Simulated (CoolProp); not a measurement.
Values from CoolProp's reference Helmholtz-energy equation of state, Rui 2013.

Question: For R236EA, give the phase and the Z, cv (kJ/(kg K)), Joule-Thomson coefficient (K/MPa), isothermal compressibility (1/MPa) at 369.9 K and 1.9 MPa; 369.9 K and 4.09 MPa.

Answer: 
- 369.9 K and 1.9 MPa: liquid; Z 0.0816, cv 0.987, Joule-Thomson coefficient 0.464, isothermal compressibility 0.0149
- 369.9 K and 4.09 MPa: liquid; Z 0.171, cv 0.978, Joule-Thomson coefficient 0.266, isothermal compressibility 0.0107
